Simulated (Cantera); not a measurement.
**Thermal oxidation and active oxidation of silicon: Si + H2O + N2**

A closed system holds: 1 mol Si, 0.45 mol H2O, 29 mol N2, at 18.0 Pa.

These are equilibrium values from Cantera (NASA tables, ideal gas, pure condensed phases), not measurements of a reactor. Candidate condensed phases: H2O, Si, SiO2, Si2N2O, Si3N4; 35 gas species. N2 is the only nitrogen source here; it is nearly inert below about 1500 K, so the nitride shown seldom forms there in practice. Mutual solubility and eutectic melting of coexisting phases are not modelled. The tables' values for SiN are old estimates; treat these amounts as uncertain. Kinetics and transport are ignored.

```tsv
T (K)	x N2	x H2	x SiO	x Si	x H	n Si2N2O(s)	n Si3N4(s)	n Si(s)	n Si(l)
1025	0.984	0.0156	1.23e-12	<1e-12	4.05e-8	0.450	0.0333	0	0
1100	0.984	0.0156	1.34e-10	<1e-12	2.40e-7	0.450	0.0333	0	0
1175	0.984	0.0156	7.89e-9	5.19e-12	1.14e-6	0.450	0.0333	0	0
1250	0.984	0.0156	2.83e-7	3.68e-10	4.49e-6	0.450	0.0333	0	0
1325	0.984	0.0155	6.72e-6	1.60e-8	1.52e-5	0.450	0.0334	0	0
1400	0.984	0.0155	0.000113	4.64e-7	4.52e-5	0.447	0.0344	0	0
1475	0.983	0.0155	0.00141	9.51e-6	0.000120	0.409	0.0469	0	0
1550	0.971	0.0151	0.0138	0.000146	0.000289	0.0417	0.168	0	0
1625	0.969	0.0147	0.0150	0.000905	0.000638	0	0	0.521	0
1700	0.965	0.0143	0.0150	0.00377	0.00131	0	0	0	0.431
1775	0.957	0.0136	0.0148	0.0122	0.00251	0	0	0	0.164
```
x: gas mole fraction; n: condensed amount in mol.

From 1025 K to 1550 K the condensed part is Si2N2O(s) + Si3N4(s). At 1625 K the condensed part is Si(s). From 1700 K to 1775 K the condensed part is Si(l).
